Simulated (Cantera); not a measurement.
Feed: 1 mol Al, 11 mol NH3, 1.2 mol H2, at 1402 °C and 540 Pa.

Cantera equilibrium calculation (NASA polynomials, part measured and part estimated; ideal gas, pure solids and liquids). Candidate condensed phases: Al, AlN; 13 gas species. Equilibrium is a limit: real reactors are often held back by kinetics, nucleation or transport.

Base state: H2 0.778, N2 0.220, H 0.00139, Al 6.84e-5 (mole fractions); condensed: AlN(s).

Problem. What changes in the equilibrium state with this change: temperature from 1402 °C to 1600 °C?

Solution. 
| species | before | after |
|---|---|---|
| H2 | 0.778 | 0.763 |
| N2 | 0.220 | 0.221 |
| Al | 6.84e-5 | 0.00838 |
| H | 0.00139 | 0.00767 |
| AlH | 2.90e-6 | 0.000202 |
| AlN(s), mol | 0.998 | 0.802 |
